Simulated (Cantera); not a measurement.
Feed: 1 mol Pb, 0.57 mol O₂, 41 mol H₂, at 2.10 Torr.

Method: chemical equilibrium by Gibbs-energy minimisation in Cantera with the NASA 1993 tables (ideal gas, pure condensed phases). Candidate condensed phases: H₂O, Pb, PbO, PbO₂, Pb₃O₄; 12 gas species. Equilibrium is a limit: real reactors are often held back by kinetics, nucleation or transport. All values below are at 675 K.

Base state: H₂ 0.972, H₂O 0.0278 (mole fractions); condensed: Pb(l).

Question: What changes in the equilibrium state with this change: Pb replaced by HgO?

Answer: 
```tsv
species	before	after
H₂	0.972	0.925
H₂O	0.0278	0.0510
Hg	0	0.0238
Pb(l), mol	1.000	0
```
Further candidate phases: Hg, HgO.

Question: What changes in the equilibrium state with this change: Pb replaced by Hg?

Answer: 
```
species     before   after
----------  ------  ------
H₂           0.972   0.949
H₂O         0.0278  0.0271
Hg               0  0.0238
Pb(l), mol   1.000       0
```
Further candidate phases: Hg, HgO.
